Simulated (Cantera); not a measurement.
Feed: 1 mol CuO, 0.59 mol CO, 0.56 mol H₂, at 1.00 Torr.

Method: chemical equilibrium by Gibbs-energy minimisation in Cantera with the NASA 1993 tables (ideal gas, pure condensed phases). Candidate condensed phases: C, C₆H₆, C₇H₈, C₈H₁₈, Cu, CuO, Cu(OH)₂, Cu₂O, H₂O; 113 gas species. The numbers say what is thermodynamically allowed, not how fast it happens.

Q: Which condensed phases are stable at each of these points (T (K)): 1325, 1375, 1425, 1475, 1525, 1575, 1625?

A: 
```csv
T (K),condensed phases,Cu condensed (%)
1325,Cu(s),100.0
1375,Cu(l),99.9
1425,Cu(l),99.8
1475,Cu(l),99.5
1525,Cu(l),98.9
1575,Cu(l),97.6
1625,Cu(l),94.8
```

At 1325 K the condensed part is Cu(s). From 1375 K to 1625 K the condensed part is Cu(l).
